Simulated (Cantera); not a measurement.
Feed: 1 mol PbF2, 19 mol H2, equilibrated at 9000 Pa.

These are equilibrium values from Cantera (NASA tables, ideal gas, pure condensed phases), not measurements of a reactor. Candidate condensed phases: Pb, PbF2; 16 gas species. Kinetics and transport are ignored. All values below are at 2025 K.

Base state: H2 0.852, HF 0.0949, Pb 0.0474, H 0.00592, PbF 3.29e-5 (mole fractions); condensed: gas only.

Problem. What changes in the equilibrium state with this change: pressure from 9000 Pa to 29.0 Pa?

Solution. 
```
species   before    after
-------  -------  -------
H2         0.852    0.765
H        0.00592   0.0989
HF        0.0949   0.0905
Pb        0.0474   0.0453
PbF      3.29e-5  1.79e-6
```
